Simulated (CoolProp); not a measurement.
Aqueous lithium chloride as a coolant, at -9 °C, 1 atm.

Values from CoolProp's Melinder's fits for secondary coolants.

```csv
mass %,freezing point (°C),conductivity (W/(m K)),cp (kJ/(kg K)),density (kg/m³),viscosity (mPa s)
10,-12.2,0.529,3.617,1060,3.30
12,-16.1,0.526,3.500,1072,3.54
14,-21.0,0.522,3.386,1085,3.82
16,-27.2,0.519,3.277,1097,4.12
18,-34.9,0.516,3.175,1110,4.46
20,-43.9,0.512,3.084,1122,4.85
```
